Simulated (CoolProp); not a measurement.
Saturation properties of decamethylcyclopentasiloxane (D5) (Tc = 345.1 °C, pc = 1.078 MPa, ω = 0.631).

Computed with CoolProp (reference Helmholtz-energy equation of state, Thol 2019).

```json
[
 {"T (°C)": "19.65", "p (MPa)": "1.194e-5", "vapour density (kg/m³)": "0.001819", "liquid cp (kJ/(kg K))": "1.707", "surface tension (mN/m)": "18.5"},
 {"T (°C)": "23.95", "p (MPa)": "1.760e-5", "vapour density (kg/m³)": "0.002641", "liquid cp (kJ/(kg K))": "1.711", "surface tension (mN/m)": "18.2"},
 {"T (°C)": "28.35", "p (MPa)": "2.577e-5", "vapour density (kg/m³)": "0.003811", "liquid cp (kJ/(kg K))": "1.715", "surface tension (mN/m)": "17.8"},
 {"T (°C)": "32.75", "p (MPa)": "3.718e-5", "vapour density (kg/m³)": "0.005421", "liquid cp (kJ/(kg K))": "1.719", "surface tension (mN/m)": "17.5"},
 {"T (°C)": "37.05", "p (MPa)": "5.250e-5", "vapour density (kg/m³)": "0.007549", "liquid cp (kJ/(kg K))": "1.723", "surface tension (mN/m)": "17.2"},
 {"T (°C)": "41.45", "p (MPa)": "7.375e-5", "vapour density (kg/m³)": "0.01046", "liquid cp (kJ/(kg K))": "1.728", "surface tension (mN/m)": "16.8"},
 {"T (°C)": "45.85", "p (MPa)": "0.0001023", "vapour density (kg/m³)": "0.01431", "liquid cp (kJ/(kg K))": "1.733", "surface tension (mN/m)": "16.5"},
 {"T (°C)": "50.15", "p (MPa)": "0.0001392", "vapour density (kg/m³)": "0.01922", "liquid cp (kJ/(kg K))": "1.738", "surface tension (mN/m)": "16.2"},
 {"T (°C)": "54.55", "p (MPa)": "0.0001887", "vapour density (kg/m³)": "0.02570", "liquid cp (kJ/(kg K))": "1.743", "surface tension (mN/m)": "15.9"},
 {"T (°C)": "58.95", "p (MPa)": "0.0002530", "vapour density (kg/m³)": "0.03401", "liquid cp (kJ/(kg K))": "1.749", "surface tension (mN/m)": "15.5"},
 {"T (°C)": "63.25", "p (MPa)": "0.0003336", "vapour density (kg/m³)": "0.04427", "liquid cp (kJ/(kg K))": "1.754", "surface tension (mN/m)": "15.2"},
 {"T (°C)": "67.65", "p (MPa)": "0.0004383", "vapour density (kg/m³)": "0.05743", "liquid cp (kJ/(kg K))": "1.760", "surface tension (mN/m)": "14.9"},
 {"T (°C)": "72.05", "p (MPa)": "0.0005705", "vapour density (kg/m³)": "0.07382", "liquid cp (kJ/(kg K))": "1.766", "surface tension (mN/m)": "14.6"},
 {"T (°C)": "76.35", "p (MPa)": "0.0007316", "vapour density (kg/m³)": "0.09354", "liquid cp (kJ/(kg K))": "1.772", "surface tension (mN/m)": "14.3"},
 {"T (°C)": "80.75", "p (MPa)": "0.0009356", "vapour density (kg/m³)": "0.1182", "liquid cp (kJ/(kg K))": "1.778", "surface tension (mN/m)": "14.0"}
]
```

It boils at 210.9 °C under 1 atm.

Surface tension comes from a separate correlation (Mulero 2014), older than this fluid's equation and unchecked against measurements.
